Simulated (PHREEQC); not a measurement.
Dissolve 3.5 mmol/kgw NaH2PO4 at 25 °C. Closed to the air; pH follows from the charge balance.

The numbers come from PHREEQC with the ion-association model, phreeqc.dat.

| quantity | before | after |
|---|---|---|
| pH | 4.88 | 4.66 |
| HPO4-2 (mol/kgw) | 2.00e-5 | 7.23e-5 |
| H3PO4 (mol/kgw) | 6.26e-6 | 4.93e-5 |
| NaHPO4- (mol/kgw) | 1.06e-7 | 1.48e-6 |

Question: What was changed between the two runs?
A) diluted 2-fold with water
B) NaH2PO4 from 0.0035 to 0.0175 mol/kgw
C) NaH2PO4 from 0.0035 to 0.0007 mol/kgw
D) temperature from 25 to 55 °C
E) 0.00015 mol/kgw NaOH added

Answer: B, NaH2PO4 from 0.0035 to 0.0175 mol/kgw

No solid was allowed to form.
